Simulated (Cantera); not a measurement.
Input (Python, Cantera) and output of one run.

```python
import numpy as np
import cantera as ct

gas_names = """
    CL CL2 H HCL H2 N NH NH2 NH3 N2 N2H2 N2H4 Si SiCL SiCL2 SiCL3 SiCL4 SiH SiHCL3 SiH2 SiH2CL2 SiH3
    SiH3CL SiH4 SiN Si2 Si2N Si3
""".split()
cond_names = """
    NH4CL(a) NH4CL(b) Si(cr) Si(L) Si3N4(a)
""".split()


# ... load() reads the species with a 1 bar reference pressure and builds the phases ...
atoms = {
    'SiHCl3': {'Si': 1, 'H': 1, 'CL': 3},
    'N2': {'N': 2},
}
top_T = {'Si3N4(a)': 2400}  # K; cautious upper limits of use, not melting points


# ... equilibrate(T, P, feed) seeds the gas with the atoms and calls Mixture.equilibrate('TP', solver="vcs", rtol=1e-11, max_steps=5000) ...
results = []
feed = {'SiHCl3': 1, 'N2': 78}  # mol
P = 13000  # Pa
for T in [1575, 1625, 1675, 1725, 1775, 1825, 1875, 1925, 1975]:
    mix = equilibrate(T, P, feed)
    results.append((T, P, feed, dict(zip(mix.species_names, mix.species_moles))))

top = {s: max(r[3][s] / sum(r[3][g] for g in gas_names) for r in results) for s in gas_names}
cols = sorted((s for s in top if top[s] > 1e-06), key=lambda s: -top[s])[:5]
seen = [c for c in cond_names if any(r[3].get(c, 0) > 1e-12 for r in results)]
print("log10 of partial pressures in bar; condensed amounts in mol")
print(f"{'T/K':>10s}" + "".join(f"{s[:9]:>10s}" for s in cols + seen))
for T, P, feed, n in results:
    ng = sum(n[g] for g in gas_names)
    print(f"{T:10.4g}" + "".join(f"{np.log10(max(n[s] / ng * P / 1e5, 1e-99)):10.3f}" for s in cols)
          + "".join(f"{n.get(c, 0):10.4g}" for c in seen))
```

Output:

```
log10 of partial pressures in bar; condensed amounts in mol
       T/K        N2     SiCL2       HCL     SiCL3     SiCL4  Si3N4(a)
      1575    -0.896    -2.985    -2.840    -3.606    -3.809   0.03898
      1625    -0.897    -2.882    -2.859    -3.706    -4.164   0.01016
      1675    -0.897    -2.846    -2.861    -3.792    -4.421         0
      1725    -0.897    -2.837    -2.850    -3.846    -4.585         0
      1775    -0.897    -2.829    -2.843    -3.907    -4.757         0
      1825    -0.897    -2.822    -2.840    -3.976    -4.943         0
      1875    -0.897    -2.816    -2.839    -4.056    -5.147         0
      1925    -0.897    -2.811    -2.842    -4.146    -5.369         0
      1975    -0.897    -2.807    -2.848    -4.244    -5.604         0
```

Equilibrium computed with Cantera from the NASA thermochemical tables; the gas is ideal and each condensed phase is pure. The tables' values for SiCl3, SiCl are old estimates; treat these amounts as uncertain.
